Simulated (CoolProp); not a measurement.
A closed Brayton cycle with dry air: compressor inlet 307.15 K and 5 MPa, high pressure 9.44 MPa, turbine inlet 880 K, compressor efficiency 0.85, turbine efficiency 0.9, recuperator effectiveness 0.95 (on enthalpy, no pinch check). Each further row changes one setting.

The numbers come from the reference Helmholtz-energy equation of state, Lemmon 2000 in CoolProp. It is a pseudo-pure fit of the blend.

```
case                           thermal efficiency (%)  net work (kJ/kg)  compressor to turbine work  compressor exit (K)  turbine exit (K)
-----------------------------  ----------------------  ----------------  --------------------------  -------------------  ----------------
as stated                                        39.4              63.6                        0.53                379.9             759.0
turbine inlet 830 K                              36.9              55.8                        0.57                379.9             714.8
compressor inlet 317.15 K                        38.1              61.0                        0.55                392.2             759.0
high pressure 8.02 MPa                           39.0              50.7                        0.51                360.0             788.5
recuperator effectiveness 0.5                    18.5              63.6                        0.53                379.9             759.0
```
